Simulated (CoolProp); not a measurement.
Vapour-liquid equilibrium of R113 (1) + benzene (2) at 0.123 MPa; x and y are mole fractions of (1).

Computed with CoolProp (multi-fluid Helmholtz-energy mixture model, Marx 1992 and Thol 2012; pair parameters Bell 2016).

```tsv
x	bubble temperature (K)	y at the bubble point	dew temperature at overall composition x (K)	liquid density (mol/L)
0.05	354.5	0.178	(withheld)	10.21
0.125	348.8	0.356	(withheld)	(withheld)
0.2	344.7	0.473	353.9	9.836
0.275	341.6	0.557	(withheld)	9.639
0.35	339.1	0.622	349.0	9.442
0.425	337.0	0.676	346.4	9.250
0.5	335.3	0.724	343.7	(withheld)
0.575	(withheld)	0.767	340.9	8.880
0.65	332.3	0.808	338.0	8.705
0.725	330.9	0.848	335.2	8.536
0.8	329.7	0.889	332.5	8.373
0.875	328.5	0.929	330.1	8.217
0.95	327.4	0.971	(withheld)	8.067
```

Complete the blanks.


- 0.05, dew temperature at overall composition x (K): 358.3
- 0.125, dew temperature at overall composition x (K): 356.1
- 0.125, liquid density (mol/L): 10.03
- 0.275, dew temperature at overall composition x (K): 351.5
- 0.5, liquid density (mol/L): 9.062
- 0.575, bubble temperature (K): 333.7
- 0.95, dew temperature at overall composition x (K): 328.0

No azeotrope shows between x = 0.05 and 0.95.

Pair parameters are fitted to limited data, so mixtures are less certain than the pure fluids.
